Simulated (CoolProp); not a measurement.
Vapour-liquid equilibrium of n-hexane (1) + cyclohexane (2) at 183.35 °C; x and y are mole fractions of (1).

The numbers come from the multi-fluid Helmholtz-energy mixture model, Thol 2019 and Zhou 2014; pair parameters Bell 2016 in CoolProp.

```csv
x,bubble pressure (bar),y at the bubble point,dew pressure at overall composition x (bar),liquid density (mol/L)
0.05,10.45,0.064,10.40,7.046
0.125,10.75,0.156,10.65,6.904
0.2,11.04,0.242,10.90,6.766
0.275,11.33,0.324,11.16,6.630
0.35,11.60,0.403,11.42,6.497
0.425,11.87,0.478,11.68,6.366
0.5,12.13,0.551,11.94,6.238
0.575,12.38,0.622,12.21,6.113
0.65,12.63,0.692,12.48,5.989
0.725,12.88,0.760,12.75,5.868
0.8,13.13,(withheld),13.03,(withheld)
0.875,13.37,0.892,13.31,5.631
0.95,13.61,(withheld),(withheld),5.515
```

Problem. Complete the blanks.

Solution. 
- 0.8, y at the bubble point: 0.827
- 0.8, liquid density (mol/L): 5.749
- 0.95, y at the bubble point: 0.957
- 0.95, dew pressure at overall composition x (bar): 13.58

No azeotrope shows between x = 0.05 and 0.95.

Pair parameters are fitted to limited data, so mixtures are less certain than the pure fluids.
